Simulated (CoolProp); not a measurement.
Model: reference Helmholtz-energy equation of state, Gao 2022, in CoolProp.

**Question.** For n-perfluorohexane, give the phase and the isothermal compressibility (1/MPa), expansivity (1/kK) at 450 K and 2180 kPa; 450 K and 3270 kPa; 450 K and 4350 kPa.

**Answer.** 
- 450 K and 2180 kPa: supercritical; isothermal compressibility 0.246, expansivity 17.6
- 450 K and 3270 kPa: supercritical; isothermal compressibility 0.0648, expansivity 6.90
- 450 K and 4350 kPa: supercritical; isothermal compressibility 0.0379, expansivity 4.89
